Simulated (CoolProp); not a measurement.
Saturation properties of R1233zd(E) (Tc = 165.7 °C, pc = 3583 kPa, ω = 0.304).

Model: reference Helmholtz-energy equation of state, Akasaka 2022, in CoolProp.

```csv
T (°C),p (kPa),liquid density (kg/m³),vapour density (kg/m³),enthalpy of vaporisation (kJ/kg),liquid cp (kJ/(kg K))
27.35,141.6,1257,7.808,189.7,1.191
31.75,164.8,1246,9.013,187.5,1.201
36.15,190.8,1236,10.36,185.2,1.210
40.65,220.6,1224,11.89,182.8,1.221
45.05,253.1,1213,13.57,180.3,1.231
49.45,289.1,1201,15.42,177.9,1.242
53.85,328.9,1190,17.47,175.3,1.253
58.35,373.9,1178,19.78,172.6,1.264
62.75,422.2,1165,22.28,169.9,1.276
67.15,475.1,1153,25.04,167.1,1.289
71.55,532.9,1140,28.06,164.2,1.302
76.05,597.3,1127,31.46,161.2,1.316
```

It boils at 18.1 °C under 1 atm.
